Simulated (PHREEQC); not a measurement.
# Metal-bearing waste water: speciation

Solution (25 °C): 0.021 mol/kgw FeSO4, 0.0098 mol/kgw CaCl2, 0.18 mol/kgw HCl and 0.0017 mol/kgw NaCl. Closed to the air; pH follows from the charge balance.

Computed with PHREEQC (ion-association model, phreeqc.dat).

No solid was allowed to form.

Task: Predict the pH, ionic strength, activity of water.

Result: pH 0.89; ionic strength 0.252 mol/kgw; activity of water 0.993.

Task: In which forms is S present?

Result: HSO4- 72 %, SO4-2 16 %, FeHSO4+ 4.7 %, FeSO4 3.8 %, CaHSO4+ 2.3 %, CaSO4 1.9 % of the S.

Complexes and solids missing from the database can't appear.
